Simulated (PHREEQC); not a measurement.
A PHREEQC input (ion-association model, phreeqc.dat):

```
SOLUTION 1
  temp 20
  units mg/L
  pH 6.64
  pe 8.2
  Na 47.3
  K 33.1
  Ca 30.9
  Mg 0.745
  Cl 98.6
  S(6) 4.85 as SO4
  Alkalinity 100 as HCO3
  Pb 0.153
END
USE solution 1
EQUILIBRIUM_PHASES 1
  Quartz 0 0.5
  CO2(g) 3.4 10
END
```

The run finishes without an error or a warning.

Its last state differs from that of the intended input:

```
quantity                    as run  intended
------------------------  --------  --------
pH                            2.96      8.35
ionic strength (mol/kgw)   0.00649   0.00531
HCO3- (mol/kgw)            0.00280   0.00156
CO3-2 (mol/kgw)           1.38e-10   1.84e-5
CO2 (mol/kgw)                 8.01   1.56e-5
CaCO3 (mol/kgw)           8.22e-11   1.15e-5
SI of Pb(OH)2 (Pb(OH)2)      -9.25     -0.16
```

Q: One thing in the input isn't as intended. What explains the difference?

A: Several could match; the one computed here: The fault: the CO2 pressure typed with the wrong sign of its logarithm. The line should read `CO2(g) -3.4` where the input has `CO2(g) 3.4`.
